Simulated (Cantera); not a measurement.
**Equilibrium for silicon nitride deposition: SiH2Cl2 + NH3 + H2**

Input: 1 mol SiH2Cl2, 14 mol NH3, 0.65 mol H2, equilibrated at 9.20 Pa.

These are equilibrium values from Cantera (NASA tables, ideal gas, pure condensed phases), not measurements of a reactor. Candidate condensed phases: NH4Cl, Si, Si3N4; 28 gas species. The tables' values for SiCl, SiN are old estimates; treat these amounts as uncertain. Gases not in the tables: Si2H6 and higher silanes. Rates play no part.

| T (K) | log p H2 | log p N2 | log p H | log p HCl | log p Si | log p SiCl2 | log p Cl | log p SiCl | n Si(s) | n Si(l) |
|---|---|---|---|---|---|---|---|---|---|---|
| 1598 | -4.18 | -4.68 | -6.37 | -5.38 | -7.03 | -6.05 | -7.67 | -7.80 | 0.660 | 0 |
| 1648 | -4.19 | -4.68 | -6.14 | -5.39 | -6.59 | -6.04 | -7.45 | -7.52 | 0.595 | 0 |
| 1698 | -4.19 | -4.68 | -5.94 | -5.40 | -6.18 | -6.05 | -7.25 | -7.27 | 0 | 0.448 |
| 1748 | -4.20 | -4.69 | -5.74 | -5.40 | -5.84 | -6.08 | -7.05 | -7.06 | 0 | 0.167 |
| 1798 | -4.21 | -4.70 | -5.56 | -5.37 | -5.68 | -6.20 | -6.83 | -7.00 | 0 | 0 |
| 1848 | -4.22 | -4.70 | -5.39 | -5.34 | -5.63 | -6.42 | -6.62 | -7.04 | 0 | 0 |
| 1898 | -4.23 | -4.71 | -5.22 | -5.32 | -5.60 | -6.67 | -6.43 | -7.11 | 0 | 0 |
| 1948 | -4.25 | -4.71 | -5.07 | -5.33 | -5.59 | -6.95 | -6.27 | -7.21 | 0 | 0 |
| 1998 | -4.27 | -4.72 | -4.93 | -5.34 | -5.59 | -7.25 | -6.13 | -7.32 | 0 | 0 |
log p: log10 of the partial pressure in bar; n: condensed amount in mol.

From 1598 K to 1648 K the condensed part is Si(s). From 1698 K to 1748 K the condensed part is Si(l). From 1798 K to 1998 K nothing is condensed. The main Si-bearing gas is SiCl2 at 1598 K and Si at 1998 K.
